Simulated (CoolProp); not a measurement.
Vapour-liquid equilibrium of R227EA (1) + isobutane (2) at -25.25 °C; x and y are mole fractions of (1).

Values from CoolProp's multi-fluid Helmholtz-energy mixture model, Lemmon 2016 and Bücker 2006; pair parameters Bell 2016.

| x | bubble pressure (MPa) | y at the bubble point | dew pressure at overall composition x (MPa) | liquid density (mol/L) |
|---|---|---|---|---|
| 0.05 | 0.07208 | 0.229 | 0.06044 | 10.37 |
| 0.125 | 0.08474 | 0.377 | 0.06487 | 10.22 |
| 0.2 | 0.09116 | ___ | 0.06992 | ___ |
| 0.275 | 0.09428 | 0.480 | 0.07568 | 9.948 |
| 0.35 | 0.09575 | 0.500 | 0.08219 | 9.831 |
| 0.425 | ___ | 0.514 | 0.08929 | 9.725 |
| 0.5 | 0.09670 | 0.526 | 0.09573 | 9.631 |
| 0.575 | 0.09667 | 0.540 | 0.09546 | 9.548 |
| 0.65 | 0.09616 | ___ | 0.09071 | 9.475 |
| 0.725 | 0.09480 | 0.588 | 0.08527 | 9.414 |
| 0.8 | 0.09191 | 0.633 | 0.07998 | 9.361 |
| 0.875 | 0.08650 | 0.708 | 0.07506 | 9.318 |
| 0.95 | 0.07716 | 0.842 | 0.07057 | 9.282 |

### Question
What belongs in the gaps?

### Answer

- 0.2, y at the bubble point: 0.445
- 0.2, liquid density (mol/L): 10.08
- 0.425, bubble pressure (MPa): 0.09642
- 0.65, y at the bubble point: 0.559

y crosses x between x = 0.5 and 0.575: the model has an azeotrope there.

Pair parameters are fitted to limited data, so mixtures are less certain than the pure fluids. With so large a gap from Raoult's law the liquid may split in two, which this calculation doesn't test in full.
